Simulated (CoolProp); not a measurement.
Vapour-liquid equilibrium of R1234yf (1) + isobutane (2) at 0.279 MPa; x and y are mole fractions of (1).

The numbers come from the multi-fluid Helmholtz-energy mixture model, Lemmon 2022 and Bücker 2006; pair parameters Bell 2016 in CoolProp.

| x | bubble temperature, mixture model (°C) | bubble temperature, Raoult's law (°C) | y, mixture model | y, Raoult's law |
|---|---|---|---|---|
| 0.05 | 11.8 | 15.9 | 0.189 | 0.094 |
| 0.125 | 6.3 | 13.7 | 0.357 | 0.220 |
| 0.2 | 3.0 | 11.7 | 0.456 | 0.331 |
| 0.275 | 0.8 | 9.9 | … | 0.429 |
| 0.35 | -0.6 | 8.1 | 0.570 | 0.517 |
| 0.425 | -1.7 | 6.5 | … | 0.596 |
| 0.5 | -2.6 | 4.9 | 0.646 | 0.666 |
| 0.575 | -3.2 | 3.4 | 0.682 | 0.730 |
| 0.65 | -3.7 | 2.0 | 0.719 | 0.788 |
| 0.725 | -4.1 | 0.7 | … | 0.841 |
| 0.8 | -4.3 | -0.5 | 0.809 | 0.890 |
| 0.875 | -4.2 | -1.7 | 0.868 | 0.934 |
| 0.95 | -4.0 | -2.9 | 0.941 | 0.975 |

Q: Fill in the missing entries.

A: 
- 0.275, y, mixture model: 0.522
- 0.425, y, mixture model: 0.610
- 0.725, y, mixture model: 0.761

The largest gap from Raoult's law is -9.1 K in bubble temperature, at x = 0.275. y crosses x between x = 0.8 and 0.875: the model has an azeotrope there.

Pair parameters are fitted to limited data, so mixtures are less certain than the pure fluids.
